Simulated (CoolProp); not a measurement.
Vapour-liquid equilibrium of CH2F2 (R32) (1) + R236EA (2) at 261 K; x and y are mole fractions of (1).

Computed with CoolProp (multi-fluid Helmholtz-energy mixture model, Tillner-Roth 1997 and Rui 2013; pair parameters Bell 2016).

```json
[
 {"x": "0.05", "bubble pressure (bar)": "0.6576", "y at the bubble point": "0.341", "dew pressure at overall composition x (bar)": "0.4723", "liquid density (mol/L)": "10.41"},
 {"x": "0.2", "bubble pressure (bar)": "1.316", "y at the bubble point": "0.713", "dew pressure at overall composition x (bar)": "0.5525", "liquid density (mol/L)": "11.40"},
 {"x": "0.35", "bubble pressure (bar)": "2.016", "y at the bubble point": "0.843", "dew pressure at overall composition x (bar)": "0.6655", "liquid density (mol/L)": "(withheld)"},
 {"x": "0.5", "bubble pressure (bar)": "2.747", "y at the bubble point": "0.909", "dew pressure at overall composition x (bar)": "(withheld)", "liquid density (mol/L)": "13.91"},
 {"x": "0.65", "bubble pressure (bar)": "3.508", "y at the bubble point": "0.948", "dew pressure at overall composition x (bar)": "(withheld)", "liquid density (mol/L)": "15.55"},
 {"x": "0.8", "bubble pressure (bar)": "4.301", "y at the bubble point": "0.975", "dew pressure at overall composition x (bar)": "1.713", "liquid density (mol/L)": "(withheld)"},
 {"x": "0.95", "bubble pressure (bar)": "(withheld)", "y at the bubble point": "0.995", "dew pressure at overall composition x (bar)": "(withheld)", "liquid density (mol/L)": "20.08"}
]
```

Q: Complete the blanks.

A: 
- 0.35, liquid density (mol/L): 12.55
- 0.5, dew pressure at overall composition x (bar): 0.8363
- 0.65, dew pressure at overall composition x (bar): 1.124
- 0.8, liquid density (mol/L): 17.56
- 0.95, bubble pressure (bar): 5.125
- 0.95, dew pressure at overall composition x (bar): 3.553

No azeotrope shows between x = 0.05 and 0.95.

The pair parameters rest on a limited set of measurements; away from them the model extrapolates.
